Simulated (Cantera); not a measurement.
# SiHCl3 + Cl2 + H2 (silicon epitaxy and polysilicon growth)

Feed: 1 mol SiHCl3, 0.0069 mol Cl2, a varied amount of H2, held at 675 °C and 59000 Pa.

Equilibrium computed with Cantera from the NASA thermochemical tables; the gas is ideal and each condensed phase is pure. Candidate condensed phases: Si; 19 gas species. The tables' values for SiCl3 are old estimates; treat these amounts as uncertain. The numbers say what is thermodynamically allowed, not how fast it happens.

From 85 mol H2 to 750 mol H2 the condensed part is Si(s). The main Si-bearing gas is SiHCl3 throughout. The share of Si in condensed phases is highest at 750 mol H2 (44.6 %) and lowest at 85 mol H2 (20.4 %).

```json
[
 {"n(H2) (mol)": "85", "log p H2": "-0.23", "log p SiHCl3": "-2.57", "log p SiCl4": "-2.63", "log p HCl": "-2.64", "log p SiH2Cl2": "-3.50", "log p SiCl3": "-4.51", "n Si(s)": "0.204"},
 {"n(H2) (mol)": "120", "log p H2": "-0.23", "log p SiHCl3": "-2.71", "log p SiCl4": "-2.82", "log p HCl": "-2.69", "log p SiH2Cl2": "-3.59", "log p SiCl3": "-4.65", "n Si(s)": "0.220"},
 {"n(H2) (mol)": "160", "log p H2": "-0.23", "log p SiHCl3": "-2.83", "log p SiCl4": "-2.98", "log p HCl": "-2.73", "log p SiH2Cl2": "-3.67", "log p SiCl3": "-4.78", "n Si(s)": "0.239"},
 {"n(H2) (mol)": "220", "log p H2": "-0.23", "log p SiHCl3": "-2.97", "log p SiCl4": "-3.17", "log p HCl": "-2.78", "log p SiH2Cl2": "-3.76", "log p SiCl3": "-4.92", "n Si(s)": "0.266"},
 {"n(H2) (mol)": "290", "log p H2": "-0.23", "log p SiHCl3": "-3.09", "log p SiCl4": "-3.34", "log p HCl": "-2.82", "log p SiH2Cl2": "-3.85", "log p SiCl3": "-5.04", "n Si(s)": "0.295"},
 {"n(H2) (mol)": "400", "log p H2": "-0.23", "log p SiHCl3": "-3.25", "log p SiCl4": "-3.54", "log p HCl": "-2.87", "log p SiH2Cl2": "-3.95", "log p SiCl3": "-5.20", "n Si(s)": "0.337"},
 {"n(H2) (mol)": "550", "log p H2": "-0.23", "log p SiHCl3": "-3.42", "log p SiCl4": "-3.76", "log p HCl": "-2.93", "log p SiH2Cl2": "-4.06", "log p SiCl3": "-5.37", "n Si(s)": "0.387"},
 {"n(H2) (mol)": "750", "log p H2": "-0.23", "log p SiHCl3": "-3.59", "log p SiCl4": "-4.00", "log p HCl": "-2.98", "log p SiH2Cl2": "-4.18", "log p SiCl3": "-5.54", "n Si(s)": "0.446"}
]
```
log p: log10 of the partial pressure in bar; n: condensed amount in mol.
